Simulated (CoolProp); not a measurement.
The numbers come from the reference Helmholtz-energy equation of state, Jacobsen 1992 in CoolProp.

Q: For R11, give the phase and the cp (kJ/(kg K)), cv (kJ/(kg K)), fugacity coefficient at 198.75 °C and 30.1 bar.

A: 
- 198.75 °C and 30.1 bar: gas; cp 0.915, cv 0.656, fugacity coefficient 0.776
